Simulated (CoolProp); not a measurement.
A single-stage vapour-compression cycle with the fluid: evaporating at 248.15 K (dew point), condensing at 303.15 K (bubble point), superheat 2 K, subcooling 5 K, compressor efficiency 0.6, no pressure losses. The same conditions are run with several fluids, on thermodynamics alone (safety and materials aside).

Computed with CoolProp (reference Helmholtz-energy equation of state of each fluid (R407C: Lemmon 2003; dimethyl ether: Wu 2011; R134a: Tillner-Roth 1994; CH3F (R41): Lemmon 2006; R1233zd(E): Akasaka 2022; R152A: Outcalt 1996)). Blends and air are pseudo-pure fits.

Rank R407C, dimethyl ether, R134a, CH3F (R41), R1233zd(E), R152A by cooling COP, highest first.

R1233zd(E) (2.29), dimethyl ether (2.27), R152A (2.25), R134a (2.18), R407C (1.88), CH3F (R41) (1.83)

| fluid | pressure ratio | discharge temperature (K) | refrigerating effect (kJ/kg) | volumetric capacity (kJ/m³) |
|---|---|---|---|---|
| R407C | 7.83 | 363.7 | 161 | 1230 |
| dimethyl ether | 6.78 | 362.2 | 352 | 811 |
| R134a | 7.24 | 341.9 | 150 | 821 |
| CH3F (R41) | 4.43 | 389.5 | 269 | 5130 |
| R1233zd(E) | 10.9 | 342.6 | 158 | 142 |
| R152A | 7.11 | 363.0 | 247 | 794 |
